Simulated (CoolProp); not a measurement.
Hexamethyldisiloxane (MM) at 298.15 K and 0.558 MPa is throttled through a valve to 0.368 MPa with no heat exchange. Each further row changes one setting.

Computed with CoolProp (reference Helmholtz-energy equation of state, Thol 2016).

```tsv
case	temperature change (K)	final density (kg/m³)
as stated	?	760
outlet pressure 0.11 MPa	?	?
outlet pressure 0.478 MPa	+0.0	760
```

### Question
What belongs in the gaps?

### Answer

- as stated, temperature change (K): +0.1
- outlet pressure 0.11 MPa, temperature change (K): +0.2
- outlet pressure 0.11 MPa, final density (kg/m³): 759
